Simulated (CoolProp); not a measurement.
500 sccm (0 °C, 1 atm) of nitrogen bubbles through liquid n-heptane at 331.3 K and leaves saturated at a total pressure of 0.15 MPa (ideal gas phase). Each further row changes one setting.

Model: reference Helmholtz-energy equation of state, Span 2003, in CoolProp. It is a short technical equation, of lower accuracy than the large ones.

```json
[
 {"case": "as stated", "vapour pressure (kPa)": "26.1", "mole fraction of vapour": "0.174", "delivery (mg/min)": "471", "delivery (sccm)": "105", "change of delivery for a bath 1 K warmer (%)": "4.8"},
 {"case": "bath temperature 336.3 K", "vapour pressure (kPa)": "31.6", "mole fraction of vapour": "0.210", "delivery (mg/min)": "596", "delivery (sccm)": "133", "change of delivery for a bath 1 K warmer (%)": "4.8"},
 {"case": "total pressure 0.3 MPa", "vapour pressure (kPa)": "26.1", "mole fraction of vapour": "0.0871", "delivery (mg/min)": "213", "delivery (sccm)": "47.7", "change of delivery for a bath 1 K warmer (%)": "4.3"}
]
```
